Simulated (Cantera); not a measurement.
Input: 1 mol Si, 0.84 mol F₂, 1.3 mol SF₆, equilibrated at 450 °C and 57.0 Pa.

These are equilibrium values from Cantera (NASA tables, ideal gas, pure condensed phases), not measurements of a reactor. Candidate condensed phases: S, Si; 21 gas species. The tables' values for S₂F₂ (SSF₂), SF₃ are old estimates; treat these amounts as uncertain. Kinetics and transport are ignored.

Base state: SiF₄ 0.441, SF₄ 0.437, SF₆ 0.106, S₂F₂ (SSF₂) 0.0145, SF₂ 0.000671, SF₃ 0.000510 (mole fractions); condensed: gas only.

Question: What changes in the equilibrium state with this change: F₂ from 0.84 to 1.9 mol?

Answer: 
```
species        before    after
-----------  --------  -------
SF₆             0.106    0.522
SiF₄            0.441    0.435
SF₄             0.437   0.0435
S₂F₂ (SSF₂)    0.0145  1.18e-9
SF₂          0.000671  1.35e-6
SF₃          0.000510  7.21e-6
```
